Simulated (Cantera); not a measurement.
Input (Python, Cantera) and output of one run.

```python
import numpy as np
import cantera as ct

gas_names = [...]  # 151 gases of nasa_gas.yaml made of C, H, N, O, Si
cond_names = """
    C(gr) C6H6(L) C7H8(L) C8H18(L),n-octa H2O(s) H2O(L) Si(cr) Si(L) SiC(b) SiO2(Lqz) SiO2(hqz) SiO2(L)
    Si2N2O(s) Si3N4(a)
""".split()


# ... load() reads the species with a 1 bar reference pressure and builds the phases ...
atoms = {
    'HMDSO': {'Si': 2, 'C': 6, 'H': 18, 'O': 1},
    'CO2': {'C': 1, 'O': 2},
    'N2O': {'N': 2, 'O': 1},
}
top_T = {'C(gr)': 4500, 'SiC(b)': 3050, 'Si2N2O(s)': 2100, 'Si3N4(a)': 2400}  # K; cautious upper limits of use, not melting points


# ... equilibrate(T, P, feed) seeds the gas with the atoms and calls Mixture.equilibrate('TP', solver="vcs", rtol=1e-11, max_steps=5000) ...
results = []
feed = {'HMDSO': 1, 'CO2': 4.4, 'N2O': 0.62}  # mol
T = 648  # K
P = 3900  # Pa
mix = equilibrate(T, P, feed)
results.append((T, P, feed, dict(zip(mix.species_names, mix.species_moles))))
print(gas.report(threshold=1e-06))
for i in range(1, mix.n_phases):
    print(f"{mix.phase(i).name:16s} {mix.phase_moles(i):12.5e} mol")
```

It prints:

```
       temperature   648 K
          pressure   3900 Pa
           density   0.012359 kg/m^3
  mean mol. weight   17.074 kg/kmol
   phase of matter   gas

                          1 kg             1 kmol
                     ---------------   ---------------
          enthalpy       -7.9888e+06        -1.364e+08  J
   internal energy       -8.3044e+06       -1.4179e+08  J
           entropy             14033        2.3959e+05  J/K
    Gibbs function       -1.7082e+07       -2.9165e+08  J
 heat capacity c_p            2215.3             37824  J/K
 heat capacity c_v            1728.3             29509  J/K

                      mass frac. Y      mole frac. X     chem. pot. / RT
                     ---------------   ---------------   ---------------
               CH4           0.10964           0.11668           -42.814
                CO          0.015309         0.0093316           -53.043
               CO2           0.38426           0.14908           -105.06
                H2          0.039093           0.33108           -20.896
               H2O           0.35036           0.33205           -72.918
               NH3        3.5525e-05        3.5614e-05           -46.298
                N2           0.10131          0.061744           -29.908
     [ +144 minor]        1.2238e-07        6.9087e-08

C(gr)             7.63853e+00 mol
Si(cr)            0.00000e+00 mol
SiC(b)            0.00000e+00 mol
SiO2(Lqz)         2.00000e+00 mol
Si2N2O(s)         0.00000e+00 mol
Si3N4(a)          0.00000e+00 mol
```

These are equilibrium values from Cantera (NASA tables, ideal gas, pure condensed phases), not measurements of a reactor. The feed counts by its element totals alone.
